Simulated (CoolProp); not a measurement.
Vapour pressure (kPa) of R1123: the reference equation beside estimates from Tc = 331.7 K, pc = 4549 kPa, ω = 0.243. Clausius-Clapeyron is anchored at 261.3 K with a constant enthalpy of vaporisation of 15.13 kJ/mol.

The numbers come from the reference Helmholtz-energy equation of state, Akasaka 2020 in CoolProp.

```
T (K)  reference  Lee-Kesler  Clausius-Clapeyron  van der Waals  Redlich-Kwong  Soave-Redlich-Kwong  Peng-Robinson
-----  ---------  ----------  ------------------  -------------  -------------  -------------------  -------------
238.2      331.5       332.2               383.9           1037            [?]                332.1            [?]
245.9      444.4       446.2               487.6            [?]          633.5                446.3          442.4
253.6      584.0       587.1                 [?]           1409          802.5                588.1          581.8
261.3      754.2       758.5               754.2            [?]            [?]                761.3          752.2
269        958.8       964.3               920.5            [?]           1231                970.1          957.7
276.7       1202        1208                1111           2109           1495                 1219           1203
284.4       1489        1495                1328           2384           1794                 1511           1492
292.1       1823        1830                 [?]           2679           2132                 1852           1830
299.8       2210        2217                1844           2996           2511                 2246           2222
```

Task: Fill in the missing entries.

Result: 
- 238.2, Redlich-Kwong: 491.3
- 238.2, Peng-Robinson: 330.1
- 245.9, van der Waals: 1214
- 253.6, Clausius-Clapeyron: 610.5
- 261.3, van der Waals: 1622
- 261.3, Redlich-Kwong: 1001
- 269, van der Waals: 1856
- 292.1, Clausius-Clapeyron: 1571

Absolute difference from the reference over all 9 rows, mean and median: Lee-Kesler 0.4 and 0.4 %, Clausius-Clapeyron 9.2 and 9.7 %, van der Waals 106.0 and 93.6 %, Redlich-Kwong 29.4 and 28.4 %, Soave-Redlich-Kwong 1.1 and 1.2 %, Peng-Robinson 0.3 and 0.4 %.
